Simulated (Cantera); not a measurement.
An adiabatic, constant-pressure homogeneous reactor starts with H₂ : O₂ : N₂ = 0.75 : 1.56 : 5.88 (molar parts), equivalence ratio 0.24, at 1575 K and 10.0 bar.

Model: GRI-Mech 3.0 (53 species, 325 reactions), integrated in Cantera. The hydrogen kinetics of GRI-Mech 3.0 are dated; newer H2 mechanisms differ, most at raised pressure.

One state of this run: T (K) = 2202; x H₂ = 9.04e-5; x O₂ = 0.151; x H = 1.74e-5; x NO = 3.17e-5; x H₂O₂ = 3.97e-7; x N₂O = 1.99e-6. x: mole fraction; the columns are a selection and need not sum to one.

**Question.** Which value of t (s) does it belong to?
(A) 2.36
(B) 3.92e-5
(C) 0.00521
(D) 8.00

**Answer.** B, 3.92e-5
